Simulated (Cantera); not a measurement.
A closed system holds: 1 mol CF₄, 0.12 mol Si, 0.19 mol H₂, equilibrated at 1998 K and 10.0 Torr.

Cantera equilibrium calculation (NASA polynomials, part measured and part estimated; ideal gas, pure solids and liquids). Candidate condensed phases: C, C₆H₆, C₇H₈, C₈H₁₈, Si, SiC; 113 gas species. Gases not in the tables: C₂F₆ and larger saturated fluorocarbons. Equilibrium is a limit: real reactors are often held back by kinetics, nucleation or transport.

### Question
What is the equilibrium state?

### Answer
```
Property                             Result
--------------------------------  ---------
x(CF₄)                                0.533
x(HF)                                 0.280
x(SiF₄)                              0.0883
x(CF₂)                               0.0693
x(F)                                 0.0241
x(CF₃)                              0.00526
x(CF)                              0.000111
x(SiF₃)                             8.18e-6
x(C₂F₄)                             3.13e-6
n(C(graphite))                    0.174 mol
gas amount                        1.359 mol
log10 activity of Si(l) (absent)     -18.77
```
